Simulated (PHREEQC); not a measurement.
**Acid rinse or clean: an equilibrium model**

A solution holds 0.17 mol/kgw H2SO4 and 0.00057 mol/kgw CuCl2, at 25 °C. Closed to the air; pH follows from the charge balance.

Equilibrium calculation in PHREEQC: ion-association model, phreeqc.dat.

| Quantity | Result |
|---|---|
| pH | 0.81 |
| ionic strength | 0.222 mol/kgw |
| activity of water | 0.994 |
| specific conductance | 61600 µS/cm |
| density | 1.007 g/cm³ |
| total alkalinity | -340 meq/kg |

| species | molality | activity | log γ |
|---|---|---|---|
| H+ | 0.196 | 0.155 | -0.100 |
| HSO4- | 0.144 | 0.107 | -0.129 |
| SO4-2 | 0.0253 | 0.00711 | -0.551 |
| Cl- | 0.00114 | 0.000807 | -0.150 |
| Cu+2 | 0.000396 | 0.000126 | -0.498 |
| CuSO4 | 0.000173 | 0.000183 | 0.022 |
| CuCl+ | 3.84e-7 | 2.73e-7 | -0.148 |

This is a speciation only: nothing precipitates in the calculation.
